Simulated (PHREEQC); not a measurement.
1 kg of water holding 0.03 mol KCl, 0.23 mol Na2SO4, 0.0088 mol Na2CO3 and 0.00059 mol Na2B4O7 is evaporated at 20 °C; the solids stay in contact with the brine. CO2 is held at log p = -3.4 (atm). The run lets Arcanite, Burkeite, Glaserite, Halite, Kalicinite, Mirabilite, Misenite, Nahcolite, Natron, Sylvite, Thenardite, Trona, Borax, Boric_acid,s, KB5O8:4H2O, K2B4O7:4H2O, NaBO2:4H2O, NaB5O8:5H2O, Teepleite precipitate or redissolve, and no other solid.

All values are PHREEQC results (Pitzer model, pitzer.dat), not measurements.

```
water left (kg)  ionic strength  water activity  Mirabilite (mol)  Thenardite (mol)  Glaserite (mol)  Cl in solution (mol/kgw)  B in solution (mol/kgw)
---------------  --------------  --------------  ----------------  ----------------  ---------------  ------------------------  -----------------------
0.9999                    0.741           0.989                 0                 0                0                    0.0300                  0.00236
0.6754                     1.10           0.985                 0                 0                0                    0.0444                  0.00349
0.4562                     1.63           0.979                 0                 0                0                    0.0658                  0.00517
0.3082                     2.41           0.970                 0                 0                0                    0.0973                  0.00766
0.2082                     3.57           0.957                 0                 0                0                     0.144                   0.0113
0.1346                     4.78           0.942            0.0333                 0                0                     0.223                   0.0175
0.05136                    5.85           0.921             0.148                 0                0                     0.584                   0.0459
0.01784                    7.97           0.861             0.194                 0          0.00372                      1.68                    0.132
0.009241                   10.6           0.761             0.147            0.0547          0.00743                      3.25                    0.255
0.009241                   10.6           0.761            0.0824             0.119          0.00743                      3.25                    0.255
0.009241                   10.6           0.761            0.0391             0.162          0.00743                      3.25                    0.255
```

Mirabilite from water left = 0.1346 kg (pH 9.37); Glaserite from water left = 0.01784 kg (pH 9.79); Thenardite from water left = 0.009241 kg (pH 9.84).
